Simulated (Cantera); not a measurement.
Cantera run, input and output.

```python
import numpy as np
import cantera as ct

surf = ct.Interface("diamond.yaml", "diamond_100")
gas, bulk = surf.adjacent["gas"], surf.adjacent["diamond"]
k = surf.kinetics_species_index(bulk.species_names[0])
cover = ["c6HH", "c6H*", "c6*H", "c6**", "c6HM", "c6B"]

rows, drift = [], 0.0
print(f"{'P':>10s}{'um/h':>11s}" + "".join(f"{s:>11s}" for s in cover))
for v in [440, 720, 1200, 1900, 3000, 4900, 7900, 13000]:
    T, P, xH, xCH3 = 925, v, 0.014, 5e-05
    gas.TPX = T, P, {"H": xH, "CH3": xCH3, "CH4": 0.0056, "H2": 1 - xH - xCH3 - 0.0056}
    surf.TP = bulk.TP = T, P
    surf.coverages = "c6H*:0.1, c6HH:0.9"
    surf.advance_coverages(100.0)
    before = surf.coverages
    surf.advance_coverages(100.0)
    drift = max(drift, np.max(np.abs(surf.coverages - before) / (surf.coverages + 1e-9)))
    rate = surf.net_production_rates[k] * bulk.mean_molecular_weight / bulk.density * 3.6e9
    rows.append([rate, *surf[cover].coverages])
    print(f"{v:10.4g}{rate:11.4e}" + "".join(f"{x:11.3e}" for x in rows[-1][1:]))
```

Output:

```
         P       um/h       c6HH       c6H*       c6*H       c6**       c6HM        c6B
       440 7.8119e-02  6.653e-01  1.220e-02  3.137e-01  5.452e-03  2.635e-03  2.120e-10
       720 1.2886e-01  6.653e-01  1.221e-02  3.137e-01  5.453e-03  2.656e-03  3.497e-10
      1200 2.1586e-01  6.653e-01  1.222e-02  3.136e-01  5.454e-03  2.670e-03  5.858e-10
      1900 3.4277e-01  6.653e-01  1.224e-02  3.136e-01  5.456e-03  2.678e-03  9.301e-10
      3000 5.4225e-01  6.653e-01  1.227e-02  3.136e-01  5.460e-03  2.683e-03  1.471e-09
      4900 8.8694e-01  6.653e-01  1.232e-02  3.135e-01  5.465e-03  2.686e-03  2.407e-09
      7900 1.4315e+00  6.653e-01  1.240e-02  3.134e-01  5.474e-03  2.689e-03  3.885e-09
   1.3e+04 2.3584e+00  6.652e-01  1.254e-02  3.133e-01  5.489e-03  2.691e-03  6.400e-09
```

Model: the Harris–Goodwin 1993 mechanism for the reconstructed diamond (100) surface, integrated in Cantera.
